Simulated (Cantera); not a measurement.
An isothermal, constant-pressure homogeneous reactor starts with C2H6 : N2 = 1 : 4.5 (molar parts), at 1498 K and 0.987 atm. Integrator tolerance rtol = 1e-08.

Detailed kinetics in Cantera: GRI-Mech 3.0 (53 species, 325 reactions). GRI-Mech 3.0 stops at C3 and has no aromatics, soot or wall deposition, so with more carbon than oxygen in the feed, carbon stays in small species such as C2H2 where larger ones or solid carbon would form.

Task: What does this change do: temperature 1498 to 1923 K?

Result: 
```
quantity                                            before                                      after
-----------------  ---------------------------------------  -----------------------------------------
x(C2H6) at 40.0 s  1.45e-5 (gas-phase equilibrium 9.52e-6)    6.81e-8 (gas-phase equilibrium 3.61e-8)
x(CH4) at 40.0 s     0.0310 (gas-phase equilibrium 0.0256)   0.00121 (gas-phase equilibrium 0.000883)
x(C2H2) at 40.0 s     0.116 (gas-phase equilibrium 0.0705)       0.131 (gas-phase equilibrium 0.0692)
x(CH3) at 40.0 s   2.29e-5 (gas-phase equilibrium 1.86e-5)    4.44e-5 (gas-phase equilibrium 3.24e-5)
x(C2H4) at 40.0 s  0.00741 (gas-phase equilibrium 0.00469)  0.000364 (gas-phase equilibrium 0.000192)
x(H2) at 40.0 s        0.223 (gas-phase equilibrium 0.232)        0.265 (gas-phase equilibrium 0.265)
x(H) at 40.0 s     8.17e-6 (gas-phase equilibrium 8.33e-6)  0.000488 (gas-phase equilibrium 0.000489)
```

Task: What does this change do: temperature 1498 to 1148 K?

Result: 
```
quantity                                            before                                     after
-----------------  ---------------------------------------  ----------------------------------------
x(C2H6) at 40.0 s  1.45e-5 (gas-phase equilibrium 9.52e-6)  0.00181 (gas-phase equilibrium 0.000358)
x(CH4) at 40.0 s     0.0310 (gas-phase equilibrium 0.0256)       0.100 (gas-phase equilibrium 0.164)
x(C2H2) at 40.0 s     0.116 (gas-phase equilibrium 0.0705)     0.0307 (gas-phase equilibrium 0.0253)
x(CH3) at 40.0 s   2.29e-5 (gas-phase equilibrium 1.86e-5)   2.05e-6 (gas-phase equilibrium 1.09e-6)
x(C2H4) at 40.0 s  0.00741 (gas-phase equilibrium 0.00469)     0.0746 (gas-phase equilibrium 0.0296)
x(H2) at 40.0 s        0.223 (gas-phase equilibrium 0.232)     0.0859 (gas-phase equilibrium 0.0416)
x(H) at 40.0 s     8.17e-6 (gas-phase equilibrium 8.33e-6)   9.32e-8 (gas-phase equilibrium 1.47e-8)
```

Task: What does this change do: C2H6 1 to 0.11 parts?

Result: 
| quantity | before | after |
|---|---|---|
| x(C2H6) at 40.0 s | 1.45e-5 (gas-phase equilibrium 9.52e-6) | 1.07e-7 (gas-phase equilibrium 2.65e-8) |
| x(CH4) at 40.0 s | 0.0310 (gas-phase equilibrium 0.0256) | 0.00118 (gas-phase equilibrium 0.000592) |
| x(C2H2) at 40.0 s | 0.116 (gas-phase equilibrium 0.0705) | 0.0219 (gas-phase equilibrium 0.00528) |
| x(CH3) at 40.0 s | 2.29e-5 (gas-phase equilibrium 1.86e-5) | 1.98e-6 (gas-phase equilibrium 9.81e-7) |
| x(C2H4) at 40.0 s | 0.00741 (gas-phase equilibrium 0.00469) | 0.000275 (gas-phase equilibrium 6.77e-5) |
| x(H2) at 40.0 s | 0.223 (gas-phase equilibrium 0.232) | 0.0436 (gas-phase equilibrium 0.0446) |
| x(H) at 40.0 s | 8.17e-6 (gas-phase equilibrium 8.33e-6) | 3.61e-6 (gas-phase equilibrium 3.65e-6) |
